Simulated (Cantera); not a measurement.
Input (Python, Cantera) and output of one run.

```python
import numpy as np
import cantera as ct

gas_names = """
    C CO CO2 C2 C2O C3 C3O2 C4 C5 O O2 O3 Ti TiO TiO2
""".split()
cond_names = """
    C(gr) Ti(a) Ti(b) Ti(L) TiC(s) TiC(L) TiO(a) TiO(b) TiO(L) TiO2(ru) TiO2(L) Ti2O3(a) Ti2O3(b)
    Ti2O3(L) Ti3O5(a) Ti3O5(b) Ti3O5(L) Ti4O7(s) Ti4O7(L)
""".split()


# ... load() reads the species with a 1 bar reference pressure and builds the phases ...
atoms = {
    'Ti': {'Ti': 1},
    'CO': {'C': 1, 'O': 1},
    'CO2': {'C': 1, 'O': 2},
}
top_T = {'C(gr)': 4500}  # K; cautious upper limits of use, not melting points


# ... equilibrate(T, P, feed) seeds the gas with the atoms and calls Mixture.equilibrate('TP', solver="vcs", rtol=1e-11, max_steps=5000) ...
results = []
feed = {'Ti': 1, 'CO': 6.8, 'CO2': 0.015}  # mol
for P in [10, 41, 160, 670, 2700, 11000, 45000, 180000, 740000, 3000000]:
    for T in [725, 775, 825, 875, 925, 975, 1025, 1075, 1125, 1175]:
        mix = equilibrate(T, P, feed)
        results.append((T, P, feed, dict(zip(mix.species_names, mix.species_moles))))

for T, P, feed, n in results:
    print(f"{T:7g} {P:10.4g}  " + (" + ".join(c for c in cond_names if n.get(c, 0) > 1e-12) or "gas only"))
```

It prints:

```
    725         10  C(gr) + TiO2(ru)
    775         10  C(gr) + TiO2(ru)
    825         10  C(gr) + TiO2(ru)
    875         10  C(gr) + TiO2(ru)
    925         10  C(gr) + TiO2(ru)
    975         10  C(gr) + TiO2(ru)
   1025         10  C(gr) + Ti4O7(s)
   1075         10  C(gr) + Ti3O5(b)
   1125         10  TiC(s) + Ti2O3(b)
   1175         10  TiC(s) + Ti2O3(b)
    725         41  C(gr) + TiO2(ru)
    775         41  C(gr) + TiO2(ru)
    825         41  C(gr) + TiO2(ru)
    875         41  C(gr) + TiO2(ru)
    925         41  C(gr) + TiO2(ru)
    975         41  C(gr) + TiO2(ru)
   1025         41  C(gr) + Ti4O7(s)
   1075         41  C(gr) + Ti4O7(s)
   1125         41  C(gr) + Ti3O5(b)
   1175         41  TiC(s) + Ti2O3(b)
    725        160  C(gr) + TiO2(ru)
    775        160  C(gr) + TiO2(ru)
    825        160  C(gr) + TiO2(ru)
    875        160  C(gr) + TiO2(ru)
    925        160  C(gr) + TiO2(ru)
    975        160  C(gr) + TiO2(ru)
   1025        160  C(gr) + TiO2(ru)
   1075        160  C(gr) + Ti4O7(s)
   1125        160  C(gr) + Ti4O7(s)
   1175        160  C(gr) + Ti3O5(b)
    725        670  C(gr) + TiO2(ru)
    775        670  C(gr) + TiO2(ru)
    825        670  C(gr) + TiO2(ru)
    875        670  C(gr) + TiO2(ru)
    925        670  C(gr) + TiO2(ru)
    975        670  C(gr) + TiO2(ru)
   1025        670  C(gr) + TiO2(ru)
   1075        670  C(gr) + TiO2(ru)
   1125        670  C(gr) + Ti4O7(s)
   1175        670  C(gr) + Ti4O7(s)
    725       2700  C(gr) + TiO2(ru)
    775       2700  C(gr) + TiO2(ru)
    825       2700  C(gr) + TiO2(ru)
    875       2700  C(gr) + TiO2(ru)
    925       2700  C(gr) + TiO2(ru)
    975       2700  C(gr) + TiO2(ru)
   1025       2700  C(gr) + TiO2(ru)
   1075       2700  C(gr) + TiO2(ru)
   1125       2700  C(gr) + TiO2(ru)
   1175       2700  C(gr) + TiO2(ru)
    725    1.1e+04  C(gr) + TiO2(ru)
    775    1.1e+04  C(gr) + TiO2(ru)
    825    1.1e+04  C(gr) + TiO2(ru)
    875    1.1e+04  C(gr) + TiO2(ru)
    925    1.1e+04  C(gr) + TiO2(ru)
    975    1.1e+04  C(gr) + TiO2(ru)
   1025    1.1e+04  C(gr) + TiO2(ru)
   1075    1.1e+04  C(gr) + TiO2(ru)
   1125    1.1e+04  C(gr) + TiO2(ru)
   1175    1.1e+04  C(gr) + TiO2(ru)
    725    4.5e+04  C(gr) + TiO2(ru)
    775    4.5e+04  C(gr) + TiO2(ru)
    825    4.5e+04  C(gr) + TiO2(ru)
    875    4.5e+04  C(gr) + TiO2(ru)
    925    4.5e+04  C(gr) + TiO2(ru)
    975    4.5e+04  C(gr) + TiO2(ru)
   1025    4.5e+04  C(gr) + TiO2(ru)
   1075    4.5e+04  C(gr) + TiO2(ru)
   1125    4.5e+04  C(gr) + TiO2(ru)
   1175    4.5e+04  C(gr) + TiO2(ru)
    725    1.8e+05  C(gr) + TiO2(ru)
    775    1.8e+05  C(gr) + TiO2(ru)
    825    1.8e+05  C(gr) + TiO2(ru)
    875    1.8e+05  C(gr) + TiO2(ru)
    925    1.8e+05  C(gr) + TiO2(ru)
    975    1.8e+05  C(gr) + TiO2(ru)
   1025    1.8e+05  C(gr) + TiO2(ru)
   1075    1.8e+05  C(gr) + TiO2(ru)
   1125    1.8e+05  C(gr) + TiO2(ru)
   1175    1.8e+05  C(gr) + TiO2(ru)
    725    7.4e+05  C(gr) + TiO2(ru)
    775    7.4e+05  C(gr) + TiO2(ru)
    825    7.4e+05  C(gr) + TiO2(ru)
    875    7.4e+05  C(gr) + TiO2(ru)
    925    7.4e+05  C(gr) + TiO2(ru)
    975    7.4e+05  C(gr) + TiO2(ru)
   1025    7.4e+05  C(gr) + TiO2(ru)
   1075    7.4e+05  C(gr) + TiO2(ru)
   1125    7.4e+05  C(gr) + TiO2(ru)
   1175    7.4e+05  C(gr) + TiO2(ru)
    725      3e+06  C(gr) + TiO2(ru)
    775      3e+06  C(gr) + TiO2(ru)
    825      3e+06  C(gr) + TiO2(ru)
    875      3e+06  C(gr) + TiO2(ru)
    925      3e+06  C(gr) + TiO2(ru)
    975      3e+06  C(gr) + TiO2(ru)
   1025      3e+06  C(gr) + TiO2(ru)
   1075      3e+06  C(gr) + TiO2(ru)
   1125      3e+06  C(gr) + TiO2(ru)
   1175      3e+06  C(gr) + TiO2(ru)
```

Method: chemical equilibrium by Gibbs-energy minimisation in Cantera with the NASA 1993 tables (ideal gas, pure condensed phases). Mutual solubility and eutectic melting of coexisting phases are not modelled. TiC: taken at fixed stoichiometry. Condensed phases not in the tables: Magnéli phases beyond Ti4O7.
